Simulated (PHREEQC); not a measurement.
Consider water at 25 °C with 14 mmol/kgw NH4HSO4. Closed to the air; pH follows from the charge balance.

Model: ion-association model, phreeqc.dat, run in PHREEQC.

Precipitation was switched off in this run.

Order these S species by the share of S that they hold, largest first: HSO4-, SO4-2, NH4SO4-.

SO4-2 (63 %), HSO4- (32 %), NH4SO4- (5.5 %)

The pH is 2.08 and the ionic strength 0.0316 mol/kgw.
